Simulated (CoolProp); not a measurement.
Toluene along the isobar 1.17 bar: density (kg/m³) from the reference equation and from simpler models built on Tc = 318.6 °C, pc = 41.26 bar, ω = 0.266; each cubic takes its own stable root.

Model: reference Helmholtz-energy equation of state, Lemmon 2006, in CoolProp. It is a short technical equation, of lower accuracy than the large ones.

```csv
T (°C),phase,reference,van der Waals,Redlich-Kwong,Soave-Redlich-Kwong,Peng-Robinson
102.35,liquid,787.6,3.540,3.578,705.6,797.2
120.35,gas,3.443,3.370,3.399,3.412,3.418
138.35,gas,3.270,3.215,3.239,3.249,3.254
156.35,gas,3.116,3.074,3.093,3.101,3.106
174.35,gas,2.978,2.946,2.961,2.967,2.971
192.35,gas,2.852,2.828,2.840,2.845,2.849
210.35,gas,2.738,2.719,2.729,2.733,2.736
228.35,gas,2.633,2.618,2.626,2.629,2.633
246.25,gas,2.537,2.526,2.532,2.534,2.537
264.25,gas,2.448,2.439,2.444,2.445,2.448
282.25,gas,2.365,2.358,2.362,2.363,2.366
300.25,gas,2.288,2.282,2.286,2.286,2.288
```

At some of these states van der Waals, Redlich-Kwong gives the other phase, because its saturation line lies elsewhere.
